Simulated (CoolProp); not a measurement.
Vapour-liquid equilibrium of dimethyl ether (1) + n-butane (2) at 294.5 K; x and y are mole fractions of (1).

Computed with CoolProp (multi-fluid Helmholtz-energy mixture model, Wu 2011 and Bücker 2006; pair parameters Bell 2016).

**Question.** Give the bubble pressure and the first vapour's composition at x = 0.15, 0.55, 0.85. Is there an azeotrope?

**Answer.** x = 0.15: 0.2957 MPa, y = 0.354; x = 0.55: 0.4361 MPa, y = 0.725; x = 0.85: 0.5042 MPa, y = 0.900. No azeotrope shows between x = 0.05 and 0.95.

The pair parameters rest on a limited set of measurements; away from them the model extrapolates.
